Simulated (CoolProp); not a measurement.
A closed Brayton cycle with carbon dioxide: compressor inlet 309.15 K and 8.1 MPa, high pressure 23.4 MPa, turbine inlet 800 K, compressor efficiency 0.8, turbine efficiency 0.93, recuperator effectiveness 0.95 (on enthalpy, no pinch check). Each further row changes one setting.

The numbers come from the reference Helmholtz-energy equation of state, Span 1996 in CoolProp.

| case | thermal efficiency (%) | net work (kJ/kg) | compressor to turbine work | compressor exit (K) | turbine exit (K) |
|---|---|---|---|---|---|
| as stated | 37.3 | 100 | 0.27 | 368.1 | 672.2 |
| turbine inlet 750 K | 35.2 | 90.4 | 0.29 | 368.1 | 627.0 |
| compressor inlet 319.15 K | 35.3 | 83.4 | 0.39 | 405.5 | 672.2 |
| high pressure 19.9 MPa | 36.0 | 88.5 | 0.25 | 358.7 | 691.2 |
| recuperator effectiveness 0.5 | 23.4 | 100 | 0.27 | 368.1 | 672.2 |
